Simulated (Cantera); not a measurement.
Thermodynamics of carbon deposition, reforming and gasification, feed acetone + H₂ + N₂

Feed: 1 mol acetone, 10 mol H₂, 14 mol N₂, equilibrated at 0.100 bar.

Cantera equilibrium calculation (NASA polynomials, part measured and part estimated; ideal gas, pure solids and liquids). Candidate condensed phases: C, C₆H₆, C₇H₈, C₈H₁₈, H₂O; 136 gas species. The feed counts by its element totals alone. Rates play no part.

From 2598 K to 2673 K the condensed part is C(graphite). From 2698 K to 2898 K nothing is condensed. The main C-bearing gas is HCN throughout.

| T (K) | log p N₂ | log p H₂ | log p H | log p HCN | log p CO | log p C₂H₂ (acetylene) | log p HNC | log p CN | n C(graphite) |
|---|---|---|---|---|---|---|---|---|---|
| 2598 | -1.34 | -1.42 | -2.13 | -2.43 | -2.46 | -3.21 | -3.31 | -4.32 | 0.375 |
| 2623 | -1.34 | -1.43 | -2.09 | -2.41 | -2.47 | -3.18 | -3.28 | -4.23 | 0.271 |
| 2648 | -1.34 | -1.43 | -2.05 | -2.39 | -2.47 | -3.14 | -3.25 | -4.15 | 0.164 |
| 2673 | -1.35 | -1.44 | -2.01 | -2.37 | -2.47 | -3.11 | -3.22 | -4.08 | 0.0517 |
| 2698 | -1.35 | -1.45 | -1.97 | -2.36 | -2.47 | -3.11 | -3.20 | -4.01 | 0 |
| 2723 | -1.35 | -1.46 | -1.94 | -2.37 | -2.47 | -3.12 | -3.20 | -3.96 | 0 |
| 2748 | -1.35 | -1.47 | -1.90 | -2.37 | -2.48 | -3.13 | -3.19 | -3.90 | 0 |
| 2773 | -1.36 | -1.48 | -1.87 | -2.37 | -2.48 | -3.14 | -3.18 | -3.85 | 0 |
| 2798 | -1.36 | -1.49 | -1.83 | -2.38 | -2.48 | -3.15 | -3.18 | -3.80 | 0 |
| 2823 | -1.36 | -1.50 | -1.80 | -2.38 | -2.48 | -3.17 | -3.17 | -3.75 | 0 |
| 2848 | -1.36 | -1.51 | -1.77 | -2.39 | -2.49 | -3.18 | -3.17 | -3.70 | 0 |
| 2873 | -1.37 | -1.52 | -1.74 | -2.39 | -2.49 | -3.20 | -3.16 | -3.65 | 0 |
| 2898 | -1.37 | -1.54 | -1.71 | -2.40 | -2.49 | -3.21 | -3.16 | -3.60 | 0 |
log p: log10 of the partial pressure in bar; n: condensed amount in mol.
